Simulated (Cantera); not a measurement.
Charge: 1 mol Fe3O4, 18 mol CO, 10 mol N2, held at 2052 °C and 101000 Pa.

Equilibrium computed with Cantera from the NASA thermochemical tables; the gas is ideal and each condensed phase is pure. Candidate condensed phases: C, Fe, Fe(CO)5, FeO, Fe2O3, Fe3O4; 27 gas species. Each liquid is taken as pure. Mutual solubility and eutectic melting of coexisting phases are not modelled. The tables' stoichiometric FeO is somewhat more stable than real wüstite, so its field is too wide. FeO: taken at fixed stoichiometry. Kinetics and transport are ignored.

Base state: CO 0.587, N2 0.354, CO2 0.0502, Fe 0.00807, FeO 0.000152, NO 2.79e-5 (mole fractions); condensed: Fe(l) + FeO(l).

Task: What changes in the equilibrium state with this change: temperature from 2052 °C to 1627 °C?

Result: 
```csv
species,before,after
CO,0.587,0.579
N2,0.354,0.357
CO2,0.0502,0.0636
Fe,0.00807,0.000110
FeO,0.000152,7.87e-7
NO,2.79e-5,5.04e-7
"Fe(l), mol",0.191,0.777
"FeO(l), mol",2.58,2.22
```
